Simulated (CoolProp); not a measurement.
Vapour pressure (MPa) of ammonia: the reference equation beside estimates from Tc = 405.6 K, pc = 11.36 MPa, ω = 0.256.

Model: reference Helmholtz-energy equation of state, Gao 2020, in CoolProp.

| T (K) | reference | Lee-Kesler | Peng-Robinson |
|---|---|---|---|
| 213.4 | 0.02220 | 0.02011 | 0.02179 |
| 228.2 | 0.05458 | 0.05103 | 0.05381 |
| 242.9 | 0.1179 | 0.1131 | 0.1167 |
| 257.6 | 0.2306 | 0.2255 | 0.2288 |
| 272.4 | 0.4173 | 0.4141 | 0.4150 |
| 287.1 | 0.7031 | 0.7044 | 0.7007 |
| 301.8 | 1.120 | 1.129 | 1.119 |
| 316.6 | 1.709 | 1.725 | 1.710 |
| 331.3 | 2.499 | 2.521 | 2.505 |
| 346 | 3.535 | 3.560 | 3.550 |
| 360.8 | 4.873 | 4.896 | 4.901 |
| 375.5 | 6.549 | 6.566 | 6.591 |
| 390.2 | 8.633 | 8.647 | 8.683 |

Absolute difference from the reference over all 13 rows, mean and median: Lee-Kesler 2.1 and 0.8 %, Peng-Robinson 0.7 and 0.6 %.
